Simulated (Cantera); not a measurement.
A closed system holds: 1 mol CHF₃, 0.02 mol HCl, equilibrated at 1000 Pa.

Equilibrium computed with Cantera from the NASA thermochemical tables; the gas is ideal and each condensed phase is pure. Candidate condensed phases: C, C₆H₆, C₇H₈, C₈H₁₈; 118 gas species. Gases not in the tables: C₂F₆ and larger saturated fluorocarbons. The numbers say what is thermodynamically allowed, not how fast it happens.

x: gas mole fraction; n: condensed amount in mol.

```
T (K)    x F   x HF   x CF₂     x CF₄     x CF     x Cl  n C(graphite)
-----  -----  -----  ------  --------  -------  -------  -------------
2200   0.122  0.541   0.183     0.135  0.00139   0.0105          0.384
2275   0.187  0.494   0.224    0.0750  0.00285  0.00964          0.362
2350   0.260  0.453   0.234    0.0327  0.00519  0.00885          0.376
2425   0.331  0.424   0.214    0.0115  0.00851  0.00828              ?
2500   0.394  0.402   0.177   0.00351   0.0129  0.00786              ?
2575   0.449  0.385   0.137  0.000991   0.0183  0.00754              ?
2650   0.492  0.372   0.102  0.000267   0.0248  0.00728          0.646
2725   0.524  0.361  0.0733   7.02e-5   0.0321  0.00707          0.690
2800   0.544  0.351  0.0513   1.82e-5   0.0402  0.00690          0.704
```

Question: Complete the blanks.

Answer: 
- 2425, n C(graphite): 0.429
- 2500, n C(graphite): 0.504
- 2575, n C(graphite): 0.581
